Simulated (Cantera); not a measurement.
Mixture: CO : H₂ : CH₄ : O₂ : N₂ = 1 : 0.034 : 0.1 : 1.28 : 4.81 (molar parts), equivalence ratio 0.56, at 10.0 bar, adiabatic and at constant pressure. Ignition delay is the time to a rise of 400 K.

Detailed kinetics in Cantera: GRI-Mech 3.0 (53 species, 325 reactions).

Task: What does this change do: 0.041 parts H2O added?

Result: 
| quantity | before | after |
|---|---|---|
| delay at 1100 K | 1.11 ms | 1.18 ms |
| delay at 1200 K | 0.266 ms | 0.279 ms |
| delay at 1300 K | 94.2 µs | 97.9 µs |
| delay at 1400 K | 42.4 µs | 43.6 µs |
| delay at 1500 K | 22.8 µs | 23.2 µs |
| delay at 1600 K | 14.1 µs | 14.2 µs |
| delay at 1700 K | 9.72 µs | 9.71 µs |
| apparent activation energy between 1500 and 1700 K | 90 kJ/mol | 92 kJ/mol |

Task: What does this change do: constant volume in place of constant pressure?

Result: 
| quantity | before | after |
|---|---|---|
| delay at 1100 K | 1.11 ms | 1.00 ms |
| delay at 1200 K | 0.266 ms | 0.243 ms |
| delay at 1300 K | 94.2 µs | 86.5 µs |
| delay at 1400 K | 42.4 µs | 38.9 µs |
| delay at 1500 K | 22.8 µs | 20.7 µs |
| delay at 1600 K | 14.1 µs | 12.6 µs |
| delay at 1700 K | 9.72 µs | 8.48 µs |
| apparent activation energy between 1500 and 1700 K | 90 kJ/mol | 95 kJ/mol |
